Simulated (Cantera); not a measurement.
Ignition delay

Mixture: 5.79 % CH3OH, 19.3 % O2, 72.4 % N2, 2.55 % H2O, equivalence ratio 0.45, at 750 Torr, adiabatic and at constant pressure. Ignition delay is the time to a rise of 400 K.

Model: GRI-Mech 3.0 (53 species, 325 reactions), integrated in Cantera. GRI-Mech 3.0 was tuned for natural gas; its chemistry of methanol as a main component is partial and can be far from experiment.

| T0 (K) | delay (ms) |
|---|---|
| 1075 | 106 |
| 1125 | 39.5 |
| 1175 | 16.1 |
| 1225 | 7.13 |
| 1275 | 3.42 |
| 1325 | 1.76 |
| 1375 | 0.967 |

```
Quantity                                                Result
--------------------------------------------------  ----------
apparent activation energy between 1275 and 1375 K  180 kJ/mol
```
